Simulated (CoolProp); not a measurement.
A Linde-Hampson liquefier for ethylene: isothermal reversible compression at 320 K from 1 atm to 5 MPa, throttling to 1 atm, return gas leaving the recuperator 2 K below the feed. Each further row changes one setting.

Computed with CoolProp (reference Helmholtz-energy equation of state, Smukala 2000).

```csv
case,liquid yield per pass,compression work (kJ/kg of gas)
as stated,0.117,347
high pressure 10 MPa,0.317,386
warm-end temperature 350 K,0.083,387
warm-end gap 7 K,0.106,347
```
